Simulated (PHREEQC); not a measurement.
Dissolve 0.017 mol/kgw Cu(BF4)2 and 0.0053 mol/kgw H2SO4 at 47 °C. Closed to the air; pH follows from the charge balance.

Equilibrium calculation in PHREEQC: ion-association model, wateq4f.dat.

Each row changes one thing in this solution. This is a speciation only: nothing precipitates in the calculation.

| case | pH | ionic strength (mol/kgw) | BF4- (mol/kgw) | Cu+2 (mol/kgw) | HF (mol/kgw) | SO4-2 (mol/kgw) | SI of Chalcanthite (CuSO4:5H2O) | SI of CuF2:2H2O (CuF2:2H2O) |
|---|---|---|---|---|---|---|---|---|
| as made | 2.17 | 0.0562 | 0.0296 | 0.0153 | 0.0103 | 0.00232 | -2.59 | -3.76 |
| temperature from 47 to 35 °C | 2.14 | 0.0568 | 0.0302 | 0.0152 | 0.00851 | 0.00248 | -2.51 | -3.87 |
| H2SO4 from 0.0053 to 0.00795 mol/kgw | 2.01 | 0.0593 | 0.0296 | 0.0148 | 0.0110 | 0.00318 | -2.48 | -4.04 |
| diluted 10-fold with water | 2.90 | 0.00654 | 0.00170 | 0.00159 | 0.00401 | 0.000394 | -3.94 | -3.91 |
| Cu(BF4)2 from 0.017 to 0.0034 mol/kgw | 2.18 | 0.0185 | 0.00451 | 0.00277 | 0.00703 | 0.00273 | -3.02 | -4.71 |
| temperature from 47 to 40 °C | 2.15 | 0.0566 | 0.0300 | 0.0152 | 0.00920 | 0.00241 | -2.55 | -3.83 |
| H2SO4 from 0.0053 to 0.0106 mol/kgw | 1.90 | 0.0625 | 0.0296 | 0.0145 | 0.0115 | 0.00393 | -2.41 | -4.23 |
| Cu(BF4)2 from 0.017 to 0.0085 mol/kgw | 2.18 | 0.0321 | 0.0137 | 0.00730 | 0.00880 | 0.00251 | -2.75 | -4.14 |

Away from 25 °C the constants follow the database's enthalpies or fits; those with neither stay at their 25 °C values. Real BF4- forms and hydrolyses slowly; the run takes it at equilibrium.
